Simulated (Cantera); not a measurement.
Reactions in the system Ca-O-S

Standard-state values (1 bar) from the NASA 1993 polynomials, evaluated with Cantera. Values are per mole of reaction as written; species without (g) are pure solids or liquids, kept so even where they would boil at 1 bar.

4 Ca + 2 SO₂(g) = S₂(g) + 4 CaO

```
T (K)  ΔH° (kJ)  ΔS° (J/K)  ΔG° (kJ)  log10 K
-----  --------  ---------  --------  -------
300     -1818.3     -285.1   -1732.7   301.69
375     -1816.6     -280.3   -1711.5   238.40
425     -1815.4     -277.3   -1697.6   208.64
475     -1814.2     -274.6   -1683.8   185.16
525     -1813.1     -272.3   -1670.1   166.16
575     -1812.0     -270.4   -1656.5   150.48
625     -1811.1     -268.9   -1643.1   137.32
675     -1810.4     -267.8   -1629.7   126.11
725     -1813.5     -272.0   -1616.2   116.44
```
